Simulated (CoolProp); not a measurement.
Acetone along the isotherm 410.5 K: density (kg/m³) from the reference equation and from simpler models built on Tc = 508.1 K, pc = 46.92 bar, ω = 0.307; each cubic takes its own stable root.

The numbers come from the reference Helmholtz-energy equation of state, Lemmon 2006 in CoolProp. It is a short technical equation, of lower accuracy than the large ones.

```csv
p (bar),phase,reference,van der Waals,Redlich-Kwong,Peng-Robinson
0.223,gas,0.3810,0.3804,0.3806,0.3808
0.457,gas,0.7843,0.7814,0.7824,0.7832
0.939,gas,1.627,1.614,1.618,1.622
1.93,gas,3.410,3.353,3.372,3.387
3.96,gas,7.310,7.043,7.129,7.200
8.13,gas,16.78,15.25,15.70,16.08
16.7,liquid,642.4,36.37,466.6,561.8
34.3,liquid,647.9,339.2,476.0,568.5
70.4,liquid,657.8,355.6,491.9,580.6
```

At some of these states van der Waals gives the other phase, because its saturation line lies elsewhere.
